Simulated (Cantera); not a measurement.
Feed: 1 mol Fe(CO)5, 0.86 mol CO, 17 mol N2, held at 1348.15 K.

These are equilibrium values from Cantera (NASA tables, ideal gas, pure condensed phases), not measurements of a reactor. Candidate condensed phases: C, Fe, Fe(CO)5, FeO, Fe2O3, Fe3O4; 27 gas species. Condensed phases not in the tables: cementite and carbon dissolved in iron. Kinetics and transport are ignored.

**Question.** At 10.0 bar, list the 3 most abundant gas species with their mole fractions, and the condensed phases.

**Answer.** N2 0.745, CO 0.253, CO2 0.00191. Condensed: C(graphite) + Fe(γ).
